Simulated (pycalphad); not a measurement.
Source of the numbers: pycalphad with the COST 507 light-alloy database (1999); pressure 1 atm. No gas phase is included, though pure Mg would boil below 1450 K. These are 1990s assessments: newer ones move some temperatures and phases. Phase fractions are per mole of atoms. Diffusion is slow at the low end, where real alloys seldom reach equilibrium.

Task: Give the equilibrium state of Si-11.03Mg (wt.%) at 450 K.

Result: DIAMOND_A4, fraction 0.812, with no Mg wt.%; MG2SI, fraction 0.188, with 63.4 Mg wt.%.

Task: Give the equilibrium state of Si-11.03Mg (wt.%) at 1450 K.

Result: DIAMOND_A4, fraction 0.584, with no Mg wt.%; LIQUID, fraction 0.416, with 27.2 Mg wt.%.

Database names, with the compositions (at.%) that they take in these runs: MG2SI: Mg 67 Si 33. DIAMOND_A4 is diamond (Si). An entry "none" or "no" means that the model of the phase leaves that element out.
